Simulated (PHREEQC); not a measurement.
Na2CO3 is added in steps, without added water, to 1 kg of water holding 0.004 mol CdCl2 and 7.4e-05 mol NaHCO3, at 94 °C. Oxygen is held at 0.21 atm. CO2 from the air is kept out. Only these solids could form: Cd(OH)2, Otavite, CdOHCl, Halite, Nahcolite, Natron.

Base run: PHREEQC, ion-association model, wateq4f.dat. Each further column changes one thing. The table gives HCO3- (mol/kgw).

```tsv
Na2CO3 added (mol)	base	Davies equation for every ion	all activity coefficients set to 1	metal-ligand complexes left out
0	1.07e-5	1.07e-5	8.33e-6	9.23e-6
0.00025	1.10e-5	1.11e-5	8.61e-6	9.47e-6
0.00075	1.18e-5	1.18e-5	9.26e-6	1.00e-5
0.001	1.22e-5	1.23e-5	9.64e-6	1.04e-5
0.0015	1.33e-5	1.33e-5	1.05e-5	1.12e-5
0.00175	1.39e-5	1.40e-5	1.11e-5	1.17e-5
0.00225	1.56e-5	1.57e-5	1.25e-5	1.30e-5
0.0025	1.67e-5	1.68e-5	1.35e-5	1.39e-5
0.003	2.00e-5	2.01e-5	1.63e-5	1.66e-5
0.00325	2.26e-5	2.27e-5	1.86e-5	1.88e-5
0.00375	3.53e-5	3.54e-5	2.98e-5	2.98e-5
0.004	8.01e-5	8.01e-5	7.67e-5	7.71e-5
```

Constants without temperature data keep their 25 °C values here.
